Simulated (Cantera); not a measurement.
Gas mixture: C₂H₄ = 0.7 (molar parts), at 0.000158 atm, frozen composition.

Cantera's kinetic-theory transport with the Lennard-Jones parameters of GRI-Mech 3.0, ideal gas; thermal conductivity in the multicomponent form. The composition is frozen, though it would react at the higher temperatures.

One state of this run: ρ (kg/m³) = 6.00e-5; cp (J/kg/K) = 3167; μ (µPa s) = 26.3; λ (mW/m/K) = 111; Pr = 0.749; D (cm²/s) H = 41200; D (cm²/s) CH₃ = 7800; D (cm²/s) NH₃ = 8170. D: mixture-averaged diffusion coefficient of that species in the mixture.

Which value of T (K) does it belong to?
A. 1400
B. 650
C. 900
D. 400

C, 900
